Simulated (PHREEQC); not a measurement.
Make-up at 25 °C: 34 mmol/kgw CdSO4, 0.032 mmol/kgw NaCl and 0.034 mmol/kgw H2SO4. Closed to the air; pH follows from the charge balance.

Computed with PHREEQC (ion-association model, phreeqc.dat).

No solid was allowed to form.

Q: Estimate the pH.

A: pH 4.46.

Q: In which forms is Na present?

A: Na+ 97 %, NaSO4- 3.1 % of the Na.

Complexes and solids missing from the database can't appear.
